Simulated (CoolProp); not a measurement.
Saturated liquid density (kg/m³) of n-decane: the reference equation beside estimates from Tc = 344.5 °C, pc = 2.101 MPa, ω = 0.488. Rackett uses Z = 0.29056 − 0.08775 ω.

Computed with CoolProp (reference Helmholtz-energy equation of state, Lemmon 2006). It is a short technical equation, of lower accuracy than the large ones.

```csv
T (°C),reference,Rackett,van der Waals,Redlich-Kwong,Soave-Redlich-Kwong,Peng-Robinson
217.55,561.3,571.2,302.0,427.6,467.0,529.6
220.75,557.9,567.5,300.2,424.2,463.6,525.8
224.05,554.3,563.7,298.2,420.7,460.0,521.8
227.25,550.8,559.9,296.3,417.3,456.5,517.8
230.55,547.1,556.0,294.3,413.7,452.8,513.7
233.85,(withheld),552.0,292.3,(withheld),449.0,509.4
237.05,539.8,548.1,290.3,406.4,(withheld),505.1
240.35,535.9,544.0,288.2,402.6,(withheld),500.7
243.55,532.1,540.0,286.1,398.9,437.3,496.2
246.85,528.2,535.7,283.9,394.9,433.2,491.6
250.05,524.2,531.6,(withheld),391.1,429.1,486.9
```

### Question
Some entries are withheld; supply them.

### Answer

- 233.85, reference: 543.4
- 233.85, Redlich-Kwong: 410.0
- 237.05, Soave-Redlich-Kwong: 445.2
- 240.35, Soave-Redlich-Kwong: 441.3
- 250.05, van der Waals: 281.8

Absolute difference from the reference over all 11 rows, mean and median: Rackett 1.6 and 1.6 %, van der Waals 46.2 and 46.2 %, Redlich-Kwong 24.6 and 24.5 %, Soave-Redlich-Kwong 17.4 and 17.4 %, Peng-Robinson 6.3 and 6.3 %.
